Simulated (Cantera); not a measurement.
An adiabatic, constant-pressure homogeneous reactor starts with 10.8 % CH4, 5.93 % H2, 17.5 % O2, 65.8 % N2, equivalence ratio 1.4, at 1650 K and 4.93 atm.

Detailed kinetics in Cantera: GRI-Mech 3.0 (53 species, 325 reactions).

x: mole fraction; the columns are a selection and need not sum to one.

```json
[
 {"t (s)": "2.00e-6", "T (K)": "1650", "x CH4": "0.108", "x H2": "0.0593", "x O2": "0.175", "x HO2": "6.90e-6", "x CH2O": "[?]", "x HCO": "7.91e-11"},
 {"t (s)": "8.29e-6", "T (K)": "1651", "x CH4": "0.107", "x H2": "0.0590", "x O2": "0.174", "x HO2": "2.59e-5", "x CH2O": "[?]", "x HCO": "4.16e-8"},
 {"t (s)": "3.44e-5", "T (K)": "2779", "x CH4": "<1e-12", "x H2": "0.0669", "x O2": "0.00453", "x HO2": "4.65e-6", "x CH2O": "[?]", "x HCO": "6.89e-7"},
 {"t (s)": "0.000143", "T (K)": "2935", "x CH4": "2.00e-12", "x H2": "0.0657", "x O2": "0.00194", "x HO2": "2.24e-6", "x CH2O": "9.80e-9", "x HCO": "4.48e-7"},
 {"t (s)": "0.000591", "T (K)": "2928", "x CH4": "2.14e-12", "x H2": "0.0666", "x O2": "0.00178", "x HO2": "2.07e-6", "x CH2O": "9.96e-9", "x HCO": "4.47e-7"},
 {"t (s)": "0.00245", "T (K)": "2927", "x CH4": "2.15e-12", "x H2": "0.0666", "x O2": "0.00178", "x HO2": "2.06e-6", "x CH2O": "9.97e-9", "x HCO": "4.47e-7"},
 {"t (s)": "0.0102", "T (K)": "2927", "x CH4": "2.15e-12", "x H2": "0.0666", "x O2": "0.00178", "x HO2": "2.06e-6", "x CH2O": "9.97e-9", "x HCO": "4.47e-7"},
 {"t (s)": "0.0421", "T (K)": "2927", "x CH4": "2.15e-12", "x H2": "0.0666", "x O2": "0.00178", "x HO2": "2.06e-6", "x CH2O": "9.97e-9", "x HCO": "4.47e-7"},
 {"t (s)": "0.175", "T (K)": "2927", "x CH4": "2.15e-12", "x H2": "0.0666", "x O2": "0.00178", "x HO2": "2.06e-6", "x CH2O": "9.97e-9", "x HCO": "4.47e-7"},
 {"t (s)": "0.724", "T (K)": "2927", "x CH4": "2.15e-12", "x H2": "0.0666", "x O2": "0.00178", "x HO2": "2.06e-6", "x CH2O": "9.97e-9", "x HCO": "4.47e-7"},
 {"t (s)": "3.00", "T (K)": "2927", "x CH4": "2.15e-12", "x H2": "0.0666", "x O2": "0.00178", "x HO2": "2.06e-6", "x CH2O": "9.97e-9", "x HCO": "4.47e-7"}
]
```

Question: Some entries are withheld; supply them.

Answer: 
- 2.00e-6, x CH2O: 1.39e-6
- 8.29e-6, x CH2O: 9.85e-5
- 3.44e-5, x CH2O: 7.71e-9
